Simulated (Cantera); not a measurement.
Feed: 1 mol C, 0.11 mol NH3, 28 mol H2, held at 30.0 mbar.

Equilibrium computed with Cantera from the NASA thermochemical tables; the gas is ideal and each condensed phase is pure. Candidate condensed phases: C, C6H6, C7H8, C8H18; 92 gas species. Kinetics and transport are ignored. All values below are at 2375 K.

Base state: H2 0.914, H 0.0778, C2H2 (acetylene) 0.00567, HCN 0.00155, N2 0.00102, HNC 0.000156, C2H 2.62e-5, C4H2 1.45e-5 (mole fractions); condensed: C(graphite).

### Question
What changes in the equilibrium state with this change: pressure from 30.0 mbar to 0.100 bar?

### Answer
| species | before | after |
|---|---|---|
| H2 | 0.914 | 0.948 |
| H | 0.0778 | 0.0434 |
| C2H2 (acetylene) | 0.00567 | 0.00589 |
| CH4 | 4.66e-6 | 1.67e-5 |
| CH3 | 7.33e-6 | 1.41e-5 |
| C2H | 2.62e-5 | 1.46e-5 |
| C4H2 | 1.45e-5 | 1.50e-5 |
| HCN | 0.00155 | 0.00159 |
| C(graphite), mol | 0.612 | 0.606 |
